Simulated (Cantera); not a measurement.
Cantera run, input and output.

```python
import numpy as np
import cantera as ct

gas = ct.Solution("gri30.yaml")


def delay(T, t_max=10):
    gas.TPX = T, 91000, {'CO': 1, 'H2': 0.35, 'O2': 0.355, 'N2': 1.34}
    reactor = ct.IdealGasReactor(gas, clone=False)
    net = ct.ReactorNet([reactor])
    net.rtol, net.atol = 1e-8, 1e-16
    while net.time < t_max:
        t_old, T_old = net.time, reactor.T
        net.step()
        if reactor.T > T + 400:  # ignition: a rise of 400 K
            return t_old + (T + 400 - T_old) / (reactor.T - T_old) * (net.time - t_old)
    return np.nan


taus = []
for T in [948, 1048, 1148, 1248, 1348, 1448, 1548, 1648, 1748, 1848]:
    taus.append(delay(T))
    print(f"T0 = {T:6g} K   tau = {taus[-1]:.4e} s")
```

Result:

```
T0 =    948 K   tau = 1.4517e-03 s
T0 =   1048 K   tau = 2.0741e-04 s
T0 =   1148 K   tau = 9.6457e-05 s
T0 =   1248 K   tau = 5.8791e-05 s
T0 =   1348 K   tau = 4.1382e-05 s
T0 =   1448 K   tau = 3.2346e-05 s
T0 =   1548 K   tau = 2.7629e-05 s
T0 =   1648 K   tau = 2.5648e-05 s
T0 =   1748 K   tau = 2.5727e-05 s
T0 =   1848 K   tau = 2.7363e-05 s
```

Detailed kinetics in Cantera: GRI-Mech 3.0 (53 species, 325 reactions). Below about 950 K walls govern HO2 and H2O2 in real vessels. Where the delays flatten at high temperature, the 400 K rule measures the pace of heat release, not the induction time.
